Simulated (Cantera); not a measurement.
Input: 1 mol Si, 1.3 mol N2O, 7.6 mol H2, at 800 °C and 0.770 bar.

Equilibrium computed with Cantera from the NASA thermochemical tables; the gas is ideal and each condensed phase is pure. Candidate condensed phases: H2O, Si, SiO2, Si2N2O, Si3N4; 35 gas species. Mutual solubility and eutectic melting of coexisting phases are not modelled. Kinetics and transport are ignored.

Base state: H2 0.877, N2 0.123, H2O 8.42e-5, NH3 8.20e-5 (mole fractions); condensed: SiO2(β-quartz) + Si2N2O(s).

Problem. What changes in the equilibrium state with this change: temperature from 800 °C to 1602 °C?

Solution. 
```csv
species,before,after
H2,0.877,0.855
N2,0.123,0.126
SiO,<1e-9,0.0181
H,1.50e-8,0.000691
NH3,8.20e-5,5.43e-6
"SiO2(β-quartz), mol",0.533,0
"Si2N2O(s), mol",0.234,0.181
"SiO2(condensed), mol",0,0.476
```
The tables hold silica as quartz up to 1696 K and as liquid above; real silica turns to tridymite and cristobalite and melts near 1996 K.
